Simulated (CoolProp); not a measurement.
Vapour-liquid equilibrium of ethylbenzene (1) + n-nonane (2) at 318.9 K; x and y are mole fractions of (1).

Values from CoolProp's multi-fluid Helmholtz-energy mixture model, Zhou 2012 and Lemmon 2006; pair parameters Bell 2016.

| x | bubble pressure (MPa) | y at the bubble point | dew pressure at overall composition x (MPa) | liquid density (mol/L) |
|---|---|---|---|---|
| 0.05 | 0.002088 | 0.119 | 0.001996 | 5.527 |
| 0.15 | 0.002378 | 0.305 | 0.002131 | 5.712 |
| 0.25 | 0.002641 | 0.443 | 0.002284 | 5.909 |
| 0.35 | 0.002874 | 0.549 | 0.002458 | 6.120 |
| 0.45 | 0.003079 | 0.635 | 0.002655 | 6.346 |
| 0.55 | 0.003259 | 0.707 | 0.002876 | 6.589 |
| 0.65 | 0.003416 | 0.772 | 0.003117 | 6.851 |
| 0.75 | 0.003555 | 0.833 | 0.003364 | 7.134 |
| 0.85 | 0.003677 | 0.895 | 0.003590 | 7.441 |
| 0.95 | 0.003783 | 0.963 | 0.003765 | 7.774 |

No azeotrope shows between x = 0.05 and 0.95.

The pair parameters rest on a limited set of measurements; away from them the model extrapolates.
